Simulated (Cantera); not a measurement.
Input: 1 mol MgO, 0.93 mol Br2, 0.012 mol O2, equilibrated at 1227 °C and 101000 Pa.

These are equilibrium values from Cantera (NASA tables, ideal gas, pure condensed phases), not measurements of a reactor. Candidate condensed phases: Br2, Mg, MgBr2, MgO; 10 gas species. Kinetics and transport are ignored.

Base state: Br2 0.721, Br 0.252, O2 0.0165, MgBr2 0.0108 (mole fractions); condensed: MgO(s).

Problem. What changes in the equilibrium state with this change: temperature from 1227 °C to 727 °C?

Solution. 
| species | before | after |
|---|---|---|
| Br2 | 0.721 | 0.982 |
| O2 | 0.0165 | 0.0127 |
| Br | 0.252 | 0.00564 |
| MgBr2 | 0.0108 | 4.92e-7 |
| MgO(s), mol | 0.988 | 1.00 |
